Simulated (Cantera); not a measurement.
Ignition delay

Mixture: 13.3 % CH₄, 0.840 % CO, 18.0 % O₂, 67.8 % N₂, equivalence ratio 1.5, at 500000 Pa, adiabatic and at constant pressure. Ignition delay is the time to a rise of 400 K.

Model: GRI-Mech 3.0 (53 species, 325 reactions), integrated in Cantera.

| T0 (K) | delay (ms) |
|---|---|
| 1225 | 9.91 |
| 1275 | 5.26 |
| 1325 | 2.87 |
| 1375 | 1.61 |
| 1425 | 0.922 |
| 1475 | 0.540 |
| 1525 | 0.323 |
| 1575 | 0.198 |
| 1625 | 0.125 |

| Property | Value |
|---|---|
| apparent activation energy between 1525 and 1625 K | 200 kJ/mol |
